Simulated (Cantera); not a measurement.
**Hydrocarbon pyrolysis for carbon deposition**

An isothermal, constant-pressure homogeneous reactor starts with 9.43 % CH₄, 90.6 % N₂, at 1925 K and 0.00430 bar.

Model: GRI-Mech 3.0 (53 species, 325 reactions), integrated in Cantera. GRI-Mech 3.0 stops at C3 and has no aromatics, soot or wall deposition, so with more carbon than oxygen in the feed, carbon stays in small species such as C2H2 where larger ones or solid carbon would form. Radical loss at walls, strong at low pressure, is not modelled.

```csv
t (s),x CH₄,x HCN,x H,x C₂H₄,x C₂H₂,x CH₂,x C₂H
8.00e-5,0.0943,<1e-12,3.88e-6,2.11e-11,<1e-12,1.23e-10,<1e-12
0.000298,0.0943,<1e-12,4.80e-6,3.32e-9,1.03e-11,2.94e-9,<1e-12
0.00111,0.0941,4.86e-12,4.91e-6,3.28e-7,4.29e-9,3.76e-8,<1e-12
0.00415,0.0934,1.45e-10,6.48e-6,2.01e-5,1.07e-6,4.20e-7,5.13e-11
0.0155,0.0890,9.96e-9,3.09e-5,0.000878,0.000218,4.07e-6,2.33e-8
0.0578,0.0477,1.47e-6,0.000310,0.00365,0.0159,1.30e-5,1.24e-6
0.216,0.00951,1.38e-5,0.000713,0.000171,0.0380,7.01e-6,3.39e-6
0.804,0.000915,5.03e-5,0.00138,4.03e-6,0.0425,2.52e-6,6.62e-6
3.00,3.86e-5,0.000127,0.00273,3.42e-7,0.0429,4.29e-7,1.31e-5
```
x: mole fraction; the columns are a selection and need not sum to one.

Equilibrium at this temperature and pressure: CH₄ 5.02e-7, HCN 0.0630, H 0.00522, C₂H₄ 6.44e-8, C₂H₂ 0.0115, CH₂ 2.10e-8, C₂H 6.78e-6 (gas phase only).
